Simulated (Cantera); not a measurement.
Input: 1 mol Si, 1.3 mol CO, 150 mol N2, held at 1850 K.

Cantera equilibrium calculation (NASA polynomials, part measured and part estimated; ideal gas, pure solids and liquids). Candidate condensed phases: C, Si, SiC, SiO2, Si2N2O, Si3N4; 34 gas species. Mutual solubility and eutectic melting of coexisting phases are not modelled. Rates play no part.

At 0.450 bar, list the 3 most abundant gas species with their mole fractions, and the condensed phases.

N2 0.993, CO 0.00622, SiO 0.000589. Condensed: SiC(s) + Si2N2O(s).
